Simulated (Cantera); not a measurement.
Mixture: CH4 : O2 : N2 : H2O = 1 : 3.57 : 13.4 : 2.9 (molar parts), equivalence ratio 0.56, at 2330 Torr, adiabatic and at constant pressure. Ignition delay is the time to a rise of 400 K.

Computed with Cantera and GRI-Mech 3.0 (53 species, 325 reactions).

```tsv
quantity	before	after
delay at 1200 K	14.2 ms	24.1 ms
delay at 1275 K	5.76 ms	9.80 ms
delay at 1350 K	2.46 ms	4.15 ms
delay at 1425 K	1.09 ms	1.80 ms
delay at 1500 K	0.506 ms	0.802 ms
delay at 1575 K	0.246 ms	0.369 ms
apparent activation energy between 1425 and 1575 K	190 kJ/mol	200 kJ/mol
```

Question: What was changed between the two runs?
A) pressure from 2330 Torr to 5630 Torr
B) CH4 1 to 2.6 parts
C) H2O 2.9 to 6.2 parts
D) pressure from 2330 Torr to 240 Torr

Answer: B, CH4 1 to 2.6 parts
